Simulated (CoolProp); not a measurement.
Model: reference Helmholtz-energy equation of state, Aleksandrov 2011, in CoolProp. It is a short technical equation, of lower accuracy than the large ones.

Question: Give the vapour pressure (MPa), liquid density (kg/m³), vapour density (kg/m³), enthalpy of vaporisation (kJ/kg) of saturated n-undecane at 155.35 °C.

Answer: 
| T (°C) | p (MPa) | liquid density (kg/m³) | vapour density (kg/m³) | enthalpy of vaporisation (kJ/kg) |
|---|---|---|---|---|
| 155.35 | 0.0334 | 635 | 1.52 | 289 |
